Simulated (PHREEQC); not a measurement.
A solution holds 1.3 mmol/kgw Cu(NO3)2 and 0.11 mmol/kgw FeCl3, at 52 °C. Closed to the air; pH follows from the charge balance.

Equilibrium calculation in PHREEQC: ion-association model, phreeqc.dat.

| quantity | before | after |
|---|---|---|
| pH | 3.74 | 4.38 |
| Fe(OH)2+ (mol/kgw) | 8.63e-5 | 2.07e-5 |
| FeOH+2 (mol/kgw) | 2.33e-5 | 1.13e-6 |
| Fe+3 (mol/kgw) | 2.12e-7 | 2.00e-9 |
| Fe(OH)3 (mol/kgw) | 1.65e-7 | 1.82e-7 |
| SI of Goethite (FeOOH) | +6.15 | +6.19 |

Question: Which change was made?
A) 6.2e-05 mol/kgw KCl added
B) Cu(NO3)2 left out
C) diluted 2-fold with water
D) diluted 5-fold with water
E) temperature from 52 to 20 °C

Answer: D, diluted 5-fold with water

This is a speciation only: nothing precipitates in the calculation. Some of these states are supersaturated (in Hematite (slow to form), Goethite (slow to form), for instance). At this temperature some constants are extrapolated from 25 °C, and those without enthalpy data are left unchanged.
